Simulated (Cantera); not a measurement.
Feed: 1 mol SiH2Cl2, 2.9 mol NH3, held at 133 Pa.

Method: chemical equilibrium by Gibbs-energy minimisation in Cantera with the NASA 1993 tables (ideal gas, pure condensed phases). Candidate condensed phases: NH4Cl, Si, Si3N4; 28 gas species. The numbers say what is thermodynamically allowed, not how fast it happens. All values below are at 848 K.

Base state: H2 0.618, HCl 0.265, N2 0.113, SiCl4 0.00384, SiHCl3 1.45e-5 (mole fractions); condensed: Si3N4(s).

Task: What changes in the equilibrium state with this change: NH3 from 2.9 to 46 mol?

Result: 
```csv
species,before,after
H2,0.618,0.739
N2,0.113,0.239
HCl,0.265,0.0214
SiCl4,0.00384,6.91e-8
SiHCl3,1.45e-5,3.87e-9
"Si3N4(s), mol",0.324,0.333
```
